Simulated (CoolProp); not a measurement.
Model: reference Helmholtz-energy equation of state, Akasaka 2023, in CoolProp.

Task: For R1224YDZ, give the phase and the cp (kJ/(kg K)), speed of sound (m/s), expansivity (1/kK), fugacity coefficient at 322.4 K and 4.87 MPa; 377.2 K and 4.87 MPa; 390.9 K and 4.87 MPa.

Result: 
- 322.4 K and 4.87 MPa: liquid; cp 1.18, speed of sound 567, expansivity 2.12, fugacity coefficient 0.0731
- 377.2 K and 4.87 MPa: liquid; cp 1.32, speed of sound 380, expansivity 3.27, fugacity coefficient 0.240
- 390.9 K and 4.87 MPa: liquid; cp 1.38, speed of sound 333, expansivity 3.85, fugacity coefficient 0.300
